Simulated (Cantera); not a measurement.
Low-pressure radical oxidation in H2/O2

A perfectly stirred reactor is fed with H₂ : O₂ = 0.038 : 1 (molar parts), at 10.00 Torr; it is held at 1050 K, and followed from long to short residence time.

Detailed kinetics in Cantera: GRI-Mech 3.0 (53 species, 325 reactions). Radical loss at walls, strong at low pressure, is not modelled. The temperature is held fixed by assumption; the heat of reaction is taken as removed at once.

```tsv
τ (s)	x H₂	x O₂	x HO₂	x H₂O₂	x H
1.0	0.000254	0.961	2.08e-6	7.40e-8	0.000136
0.49	0.000380	0.960	2.57e-6	8.27e-8	0.000268
0.23	0.000583	0.958	3.14e-6	9.32e-8	0.000538
0.11	0.000892	0.956	3.72e-6	1.05e-7	0.00103
0.052	0.00139	0.953	4.28e-6	1.20e-7	0.00187
0.024	0.00223	0.950	4.79e-6	1.41e-7	0.00317
0.012	0.00348	0.948	5.12e-6	1.65e-7	0.00461
0.0054	0.00597	0.946	5.34e-6	2.04e-7	0.00608
```
x: mole fraction; the columns are a selection and need not sum to one.
